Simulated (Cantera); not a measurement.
A Cantera script and what it prints.

```python
import numpy as np
import cantera as ct

gas_names = """
    C CH CH2 CH3 CH2OH CH3O CH4 CH3OH CO CO2 COOH C2 C2H CHCO,ketyl C2H2,acetylene C2H2,vinylidene
    CH2CO,ketene C2H3,vinyl CH3CO,acetyl C2H4 C2H4O,ethylen CH3CHO,ethanal CH3COOH (HCOOH)2 C2H5 C2H6
    CH3OCH3 C2H5OH C2O C3 C3H3,propargyl C3H4,allene C3H4,propyne C3H4,cyclo- C3H5,allyl C3H6,propylene
    C3H6,cyclo- C3H6O C3H7,n-propyl C3H7,i-propyl C3H8 C3H8O,1propanol C3H8O,2propanol C3O2 C4 C4H2
    C4H4,1,3-cyclo- C4H6,butadiene C4H6,2-butyne C4H6,cyclo- C4H8,1-butene C4H8,cis2-buten
    C4H8,tr2-butene C4H8,isobutene C4H8,cyclo- (CH3COOH)2 C4H9,n-butyl C4H9,i-butyl C4H9,s-butyl
    C4H9,t-butyl C4H10,isobutane C4H10,n-butane C5 C5H6,1,3cyclo- C5H8,cyclo- C5H10,1-pentene
    C5H10,cyclo- C5H11,pentyl C5H11,t-pentyl C5H12,n-pentane C5H12,i-pentane CH3C(CH3)2CH3 C6H2
    C6H5,phenyl C6H5O,phenoxy C6H6 C6H5OH,phenol C6H10,cyclo- C6H12,1-hexene C6H12,cyclo- C6H13,n-hexyl
    C7H7,benzyl C7H8 C7H8O,cresol C7H14,1-heptene C7H15,n-heptyl C7H16,n-heptane C8H8,styrene
    C8H10,ethylbenz C8H16,1-octene C8H17,n-octyl C8H18,isooctane C8H18,n-octane C9H19,n-nonyl
    C10H8,naphthale C10H21,n-decyl C12H9,o-bipheny C12H10,bipheny H HCO HO2 H2 HCHO,formaldehy HCOOH H2O
    H2O2 O OH O2 O3
""".split()
cond_names = """
    C(gr) C6H6(L) C7H8(L) C8H18(L),n-octa H2O(s) H2O(L)
""".split()


def load(file, names, dense=False):
    # The tables refer to 1 bar. Condensed volumes are neglected.
    table = {s.name: s for s in ct.Species.list_from_file(file)}
    out = []
    for n in names:
        d = dict(table[n].input_data)
        d["thermo"] = dict(d["thermo"], **{"reference-pressure": 1e5})
        if dense:
            d["equation-of-state"] = {"model": "constant-volume", "density": "1e6 g/cm^3"}
        out.append(ct.Species.from_dict(d))
    return out


gas = ct.Solution(thermo="ideal-gas", species=load("nasa_gas.yaml", gas_names))
cond = {s.name: ct.Solution(thermo="fixed-stoichiometry", species=[s], name=s.name)
        for s in load("nasa_condensed.yaml", cond_names, dense=True)}
atoms = {
    'acetone': {'C': 3, 'H': 6, 'O': 1},
    'CO2': {'C': 1, 'O': 2},
    'H2': {'H': 2},
}
top_T = {'C(gr)': 4500}  # K; cautious upper limits of use, not melting points


def equilibrate(T, P, feed):
    n = {}
    for name, mol in feed.items():
        for a, k in atoms[name].items():
            n[a] = n.get(a, 0.0) + k * mol
    gas.TPX = T, P, n
    mass = sum(n.values()) * gas.mean_molecular_weight
    gas.equilibrate("TP")
    valid = [c for c in cond.values() if c.min_temp <= T <= top_T.get(c.name, c.max_temp)]
    mix = ct.Mixture([(gas, mass / gas.mean_molecular_weight)] + [(c, 0.0) for c in valid])
    mix.T, mix.P = T, P
    mix.equilibrate("TP", solver="vcs", rtol=1e-11, max_steps=5000)
    return mix


results = []
feed = {'acetone': 1, 'CO2': 0.026, 'H2': 54}  # mol
P = 10000  # Pa
for T in [625, 725, 825, 925, 1025, 1125, 1225, 1325, 1425, 1525, 1625, 1725, 1825]:
    mix = equilibrate(T, P, feed)
    results.append((T, P, feed, dict(zip(mix.species_names, mix.species_moles))))

top = {s: max(r[3][s] / sum(r[3][g] for g in gas_names) for r in results) for s in gas_names}
cols = sorted((s for s in top if top[s] > 1e-05), key=lambda s: -top[s])[:9]
seen = [c for c in cond_names if any(r[3].get(c, 0) > 1e-12 for r in results)]
print("log10 of partial pressures in bar; condensed amounts in mol")
print(f"{'T/K':>10s}" + "".join(f"{s[:9]:>10s}" for s in cols + seen))
for T, P, feed, n in results:
    ng = sum(n[g] for g in gas_names)
    print(f"{T:10.4g}" + "".join(f"{np.log10(max(n[s] / ng * P / 1e5, 1e-99)):10.3f}" for s in cols)
          + "".join(f"{n.get(c, 0):10.4g}" for c in seen))
```

It prints:

```
log10 of partial pressures in bar; condensed amounts in mol
       T/K        H2       CH4       H2O        CO         H       CO2 C2H2,acet     C(gr)
       625    -1.034    -2.251    -2.710    -7.384   -16.086    -7.744   -20.802         0
       725    -1.034    -2.253    -2.714    -4.859   -13.547    -5.663   -16.241         0
       825    -1.030    -2.313    -2.913    -3.193   -11.616    -4.523   -12.890         0
       925    -1.017    -2.679    -3.639    -2.793   -10.093    -5.109   -10.914     0.921
      1025    -1.011    -3.156    -4.338    -2.750    -8.866    -5.964    -9.667     1.599
      1125    -1.009    -3.558    -4.944    -2.743    -7.857    -6.720    -8.648     1.821
      1225    -1.009    -3.899    -5.457    -2.742    -7.011    -7.357    -7.798     1.903
      1325    -1.008    -4.190    -5.893    -2.742    -6.291    -7.897    -7.078     1.937
      1425    -1.008    -4.440    -6.267    -2.742    -5.670    -8.358    -6.461     1.953
      1525    -1.008    -4.658    -6.592    -2.742    -5.130    -8.756    -5.926      1.96
      1625    -1.008    -4.849    -6.876    -2.742    -4.656    -9.102    -5.457     1.962
      1725    -1.008    -5.017    -7.126    -2.742    -4.235    -9.406    -5.044     1.958
      1825    -1.009    -5.167    -7.349    -2.742    -3.860    -9.675    -4.677     1.945
```

Method: chemical equilibrium by Gibbs-energy minimisation in Cantera with the NASA 1993 tables (ideal gas, pure condensed phases). The feed counts by its element totals alone.
